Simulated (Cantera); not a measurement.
A perfectly stirred reactor is fed with C3H8 : H2 = 1 : 13 (molar parts), at 20.0 Torr; it is held at 1875 K, and followed from long to short residence time.

Cantera simulation using GRI-Mech 3.0 (53 species, 325 reactions); the numbers are that mechanism's predictions, not measurements. GRI-Mech 3.0 was tuned for natural gas; its chemistry of propane as a main component is partial and can be far from experiment. GRI-Mech 3.0 stops at C3 and has no aromatics, soot or wall deposition, so with more carbon than oxygen in the feed, carbon stays in small species such as C2H2 where larger ones or solid carbon would form. Radical loss at walls, strong at low pressure, is not modelled.

Problem. What does this change do: temperature 1875 to 1200 K?

Solution. 
```
quantity                  before     after
----------------------  --------  --------
x(C3H8) at τ = 20.0 s    7.53e-8  0.000155
x(H2) at τ = 20.0 s        0.907     0.869
x(CH3) at τ = 20.0 s    0.000138   2.14e-5
x(H) at τ = 20.0 s       0.00381   1.37e-5
x(C2H) at τ = 20.0 s     4.35e-6  1.19e-10
x(C3H8) at τ = 55.0 ms   2.83e-5    0.0118
x(H2) at τ = 55.0 ms       0.891     0.877
x(CH3) at τ = 55.0 ms    0.00230  0.000193
x(H) at τ = 55.0 ms      0.00376   6.07e-5
x(C2H) at τ = 55.0 ms    3.77e-6  4.37e-11
```
